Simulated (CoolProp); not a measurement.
Vapour-liquid equilibrium of ethanol (1) + ethylbenzene (2) at 0.174 MPa; x and y are mole fractions of (1).

Model: multi-fluid Helmholtz-energy mixture model, Schroeder 2014 and Zhou 2012; pair parameters Bell 2016, in CoolProp.

```json
[
 {"x": "0.05", "bubble temperature (K)": "403.3", "y at the bubble point": "0.512", "dew temperature at overall composition x (K)": "428.5", "liquid density (mol/L)": "7.383"},
 {"x": "0.15", "bubble temperature (K)": "382.8", "y at the bubble point": "0.750", "dew temperature at overall composition x (K)": "…", "liquid density (mol/L)": "7.964"},
 {"x": "0.25", "bubble temperature (K)": "375.6", "y at the bubble point": "0.812", "dew temperature at overall composition x (K)": "…", "liquid density (mol/L)": "8.484"},
 {"x": "0.35", "bubble temperature (K)": "372.5", "y at the bubble point": "0.838", "dew temperature at overall composition x (K)": "413.5", "liquid density (mol/L)": "…"},
 {"x": "0.45", "bubble temperature (K)": "371.0", "y at the bubble point": "0.852", "dew temperature at overall composition x (K)": "407.5", "liquid density (mol/L)": "9.654"},
 {"x": "0.55", "bubble temperature (K)": "370.0", "y at the bubble point": "0.862", "dew temperature at overall composition x (K)": "…", "liquid density (mol/L)": "10.37"},
 {"x": "0.65", "bubble temperature (K)": "369.1", "y at the bubble point": "…", "dew temperature at overall composition x (K)": "392.5", "liquid density (mol/L)": "…"},
 {"x": "0.75", "bubble temperature (K)": "368.2", "y at the bubble point": "0.891", "dew temperature at overall composition x (K)": "382.8", "liquid density (mol/L)": "12.21"},
 {"x": "0.85", "bubble temperature (K)": "367.2", "y at the bubble point": "…", "dew temperature at overall composition x (K)": "371.1", "liquid density (mol/L)": "13.40"},
 {"x": "0.95", "bubble temperature (K)": "366.3", "y at the bubble point": "0.965", "dew temperature at overall composition x (K)": "366.5", "liquid density (mol/L)": "14.84"}
]
```

Q: Fill in the missing entries.

A: 
- 0.15, dew temperature at overall composition x (K): 423.9
- 0.25, dew temperature at overall composition x (K): 419.0
- 0.35, liquid density (mol/L): 9.035
- 0.55, dew temperature at overall composition x (K): 400.6
- 0.65, y at the bubble point: 0.874
- 0.65, liquid density (mol/L): 11.21
- 0.85, y at the bubble point: 0.918

No azeotrope shows between x = 0.05 and 0.95.

Pair parameters are fitted to limited data, so mixtures are less certain than the pure fluids. With so large a gap from Raoult's law the liquid may split in two, which this calculation doesn't test in full.
